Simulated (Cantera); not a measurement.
Input (Python, Cantera) and output of one run.

```python
import numpy as np
import cantera as ct

gas_names = """
    CL CL2 H HCL H2 N NH NH2 NH3 N2 N2H2 N2H4 Si SiCL SiCL2 SiCL3 SiCL4 SiH SiHCL3 SiH2 SiH2CL2 SiH3
    SiH3CL SiH4 SiN Si2 Si2N Si3
""".split()
cond_names = """
    NH4CL(a) NH4CL(b) Si(cr) Si(L) Si3N4(a)
""".split()


# ... load() reads the species with a 1 bar reference pressure and builds the phases ...
atoms = {
    'Si2Cl6': {'Si': 2, 'CL': 6},
    'NH3': {'N': 1, 'H': 3},
    'N2': {'N': 2},
}
top_T = {'Si3N4(a)': 2400}  # K; cautious upper limits of use, not melting points


# ... equilibrate(T, P, feed) seeds the gas with the atoms and calls Mixture.equilibrate('TP', solver="vcs", rtol=1e-11, max_steps=5000) ...
results = []
feed = {'Si2Cl6': 1, 'NH3': 6, 'N2': 8.1}  # mol
P = 5  # Pa
for T in [1273, 1348, 1423, 1498, 1573, 1648, 1723, 1798, 1873, 1948, 2023]:
    mix = equilibrate(T, P, feed)
    results.append((T, P, feed, dict(zip(mix.species_names, mix.species_moles))))
    x = sorted(zip(gas.X, gas.species_names), reverse=True)
    print(f"T = {T:g} K  P = {P:g} Pa  gas = {mix.phase_moles(0):.4g} mol")
    print("   x: " + "  ".join(f"{s} {v:.3e}" for v, s in x if v > 0.0001))
    print("   condensed (mol): " + ("  ".join(f"{mix.phase(i).name} {mix.phase_moles(i):.4g}"
          for i in range(1, mix.n_phases) if mix.phase_moles(i) > 1e-12) or "none"))
```

Output:

```
T = 1273 K  P = 5 Pa  gas = 22.08 mol
   x: N2 4.573e-01  H2 2.949e-01  HCL 2.253e-01  SiCL2 2.137e-02  SiCL3 8.834e-04  SiCL4 2.394e-04
   condensed (mol): Si3N4(a) 0.501
T = 1348 K  P = 5 Pa  gas = 22.46 mol
   x: N2 4.661e-01  H2 3.144e-01  HCL 1.724e-01  SiCL2 4.606e-02  SiCL3 7.444e-04  H 1.835e-04
   condensed (mol): Si3N4(a) 0.3157
T = 1423 K  P = 5 Pa  gas = 22.85 mol
   x: N2 4.748e-01  H2 3.337e-01  HCL 1.197e-01  SiCL2 7.064e-02  H 5.426e-04  SiCL3 4.352e-04  CL 1.595e-04
   condensed (mol): Si3N4(a) 0.1247
T = 1498 K  P = 5 Pa  gas = 23.12 mol
   x: N2 4.800e-01  H2 3.417e-01  HCL 9.365e-02  SiCL2 8.231e-02  H 1.421e-03  CL 3.140e-04  SiCL3 2.353e-04  Si 2.007e-04  SiCL 1.688e-04
   condensed (mol): Si(cr) 0.08241
T = 1573 K  P = 5 Pa  gas = 23.18 mol
   x: N2 4.789e-01  H2 3.409e-01  HCL 9.138e-02  SiCL2 8.293e-02  H 3.357e-03  Si 1.100e-03  CL 7.152e-04  SiCL 4.908e-04  SiCL3 1.462e-04
   condensed (mol): Si(cr) 0.03683
T = 1648 K  P = 5 Pa  gas = 23.32 mol
   x: N2 4.760e-01  H2 3.352e-01  HCL 9.424e-02  SiCL2 7.999e-02  H 7.291e-03  Si 4.379e-03  CL 1.608e-03  SiCL 1.167e-03
   condensed (mol): none
T = 1723 K  P = 5 Pa  gas = 23.61 mol
   x: N2 4.700e-01  H2 3.206e-01  HCL 1.063e-01  SiCL2 7.085e-02  H 1.460e-02  Si 1.143e-02  CL 3.751e-03  SiCL 2.116e-03
   condensed (mol): none
T = 1798 K  P = 5 Pa  gas = 24.11 mol
   x: N2 4.603e-01  H2 2.982e-01  HCL 1.229e-01  SiCL2 5.705e-02  H 2.719e-02  Si 2.241e-02  CL 8.580e-03  SiCL 3.124e-03
   condensed (mol): none
T = 1873 K  P = 5 Pa  gas = 24.86 mol
   x: N2 4.465e-01  H2 2.692e-01  HCL 1.382e-01  H 4.736e-02  SiCL2 4.040e-02  Si 3.583e-02  CL 1.842e-02  SiCL 3.854e-03  SiH 1.225e-04
   condensed (mol): none
T = 1948 K  P = 5 Pa  gas = 25.89 mol
   x: N2 4.286e-01  H2 2.364e-01  HCL 1.445e-01  H 7.770e-02  Si 4.914e-02  CL 3.561e-02  SiCL2 2.380e-02  SiCL 3.969e-03  SiH 1.299e-04
   condensed (mol): none
T = 2023 K  P = 5 Pa  gas = 27.21 mol
   x: N2 4.078e-01  H2 2.026e-01  HCL 1.353e-01  H 1.209e-01  CL 5.997e-02  Si 5.896e-02  SiCL2 1.092e-02  SiCL 3.339e-03  SiH 1.207e-04
   condensed (mol): none
```

Method: chemical equilibrium by Gibbs-energy minimisation in Cantera with the NASA 1993 tables (ideal gas, pure condensed phases). The feed counts by its element totals alone. The tables' values for SiCl, SiCl3, SiN are old estimates; treat these amounts as uncertain.
